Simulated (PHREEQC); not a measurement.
0.05 g of hydrous ferric oxide (600 m²/g; 0.2 weak and 0.005 strong sites per Fe, Dzombak-Morel constants, diffuse double layer) in 1 kg of water with 0.1 mol/kgw of an inert sodium salt and 0.2 mmol/kgw MnCl2, at 25 °C; the pH is set by adding NaOH or the inert anion's acid. The system is closed to oxygen. CO2 from the air is kept out. Precipitation was switched off in this run.

Base run: PHREEQC, ion-association model, wateq4f.dat. Each further column changes one thing. The table gives surface potential ψ (mV).

```tsv
pH	base	background salt from 0.1 to 0.01 mol/kgw	oxide from 0.05 to 0.25 g/kgw	1.4e-05 mol/kgw CaCl2 added
3	153	___	152	153
4.33	141	175	141	141
5	126	152	126	126
6.33	82	96	82	82
7.67	38	___	___	38
9	34	42	-2	34
9.67	33	___	___	33
11	23	28	___	23
```

Task: Complete the blanks.

Result: 
- 3, background salt from 0.1 to 0.01 mol/kgw: 202
- 7.67, background salt from 0.1 to 0.01 mol/kgw: 47
- 7.67, oxide from 0.05 to 0.25 g/kgw: 35
- 9.67, background salt from 0.1 to 0.01 mol/kgw: 40
- 9.67, oxide from 0.05 to 0.25 g/kgw: -30
- 11, oxide from 0.05 to 0.25 g/kgw: -76

In at least one series the solution becomes supersaturated in solids that the run did not let form, among them Pyrochroite. The oxide is taken as insoluble; below pH 4 it would dissolve.
